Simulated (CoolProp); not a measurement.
The fluid at 386.57 K and 0.0383 MPa is throttled through a valve to 0.0116 MPa with no heat exchange. The same conditions are run with several fluids, on thermodynamics alone (safety and materials aside).

Computed with CoolProp (reference Helmholtz-energy equation of state of each fluid (n-heptane: Span 2003; methanol: de Reuck 1993; R115: Lemmon 2016; fluoroethane (R161): Wu 2012; R22: Kamei 1995)).

| fluid | temperature change (K) | final density (kg/m³) |
|---|---|---|
| n-heptane | ? | ? |
| methanol | ? | ? |
| R115 | -0.2 | ? |
| fluoroethane (R161) | -0.2 | ? |
| R22 | ? | ? |

Problem. Some entries are withheld; supply them.

Solution. 
- n-heptane, temperature change (K): -0.7
- n-heptane, final density (kg/m³): 0.364
- methanol, temperature change (K): -1.3
- methanol, final density (kg/m³): 0.116
- R115, final density (kg/m³): 0.558
- fluoroethane (R161), final density (kg/m³): 0.174
- R22, temperature change (K): -0.3
- R22, final density (kg/m³): 0.312
